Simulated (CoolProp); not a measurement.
Vapour-liquid equilibrium of ethane (1) + n-pentane (2) at 0.0952 MPa; x and y are mole fractions of (1).

Values from CoolProp's multi-fluid Helmholtz-energy mixture model, Bücker 2006 and Thol 2019; pair parameters Kunz 2012.

```csv
x,"bubble temperature, mixture model (K)","bubble temperature, Raoult's law (K)","y, mixture model","y, Raoult's law"
0.05,…,259.1,…,0.877
0.2,…,218.9,…,0.992
0.35,…,205.1,0.998,0.998
0.5,…,197.1,0.999,0.999
0.65,…,191.7,1.000,1.000
0.8,…,187.6,1.000,1.000
0.95,184.4,184.4,1.000,1.000
```

Problem. Some entries are withheld; supply them.

Solution. 
- 0.05, bubble temperature, mixture model (K): 260.7
- 0.05, y, mixture model: 0.860
- 0.2, bubble temperature, mixture model (K): 215.9
- 0.2, y, mixture model: 0.993
- 0.35, bubble temperature, mixture model (K): 202.4
- 0.5, bubble temperature, mixture model (K): 195.3
- 0.65, bubble temperature, mixture model (K): 190.8
- 0.8, bubble temperature, mixture model (K): 187.3

The largest gap from Raoult's law is -3.0 K in bubble temperature, at x = 0.2. No azeotrope shows between x = 0.05 and 0.95.

Pair parameters are fitted to limited data, so mixtures are less certain than the pure fluids. The gap from Raoult's law changes sign with composition, which may be real or a fault of the pair parameters; it wasn't checked against measurements.
